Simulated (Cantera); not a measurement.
A closed system holds: 1 mol MgO, 9.6 mol HBr, 16 mol O2, held at 973 K and 2.50 Pa.

Cantera equilibrium calculation (NASA polynomials, part measured and part estimated; ideal gas, pure solids and liquids). Candidate condensed phases: Br2, H2O, Mg, MgBr2, MgO, Mg(OH)2; 20 gas species. Rates play no part.

Base state: O2 0.526, Br 0.214, H2O 0.174, Br2 0.0669, HBr 0.0198 (mole fractions); condensed: MgO(s).

**Question.** What changes in the equilibrium state with this change: HBr from 9.6 to 3.6 mol?

**Answer.** 
```tsv
species	before	after
O2	0.526	0.757
Br	0.214	0.126
H2O	0.174	0.0863
Br2	0.0669	0.0232
HBr	0.0198	0.00749
MgO(s), mol	1.000	1.000
```
